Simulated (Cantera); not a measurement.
Charge: 1 mol SiH₂Cl₂, a varied amount of N₂, held at 1277 °C and 34.0 mbar.

These are equilibrium values from Cantera (NASA tables, ideal gas, pure condensed phases), not measurements of a reactor. Candidate condensed phases: NH₄Cl, Si, Si₃N₄; 28 gas species. Rates play no part.

**Question.** What share of the Si ends up in condensed phases as a function of n(N₂) (mol), at 2.1, 3.2, 5.1, 7.9, 12, 20, 31, 48, 75?

**Answer.** 
```tsv
n(N₂) (mol)	Si condensed (%)	as
2.1	59.9	Si₃N₄(s)
3.2	61.3	Si₃N₄(s)
5.1	62.5	Si₃N₄(s)
7.9	63.1	Si₃N₄(s)
12	63.6	Si₃N₄(s)
20	63.9	Si₃N₄(s)
31	64.0	Si₃N₄(s)
48	64.1	Si₃N₄(s)
75	64.2	Si₃N₄(s)
```
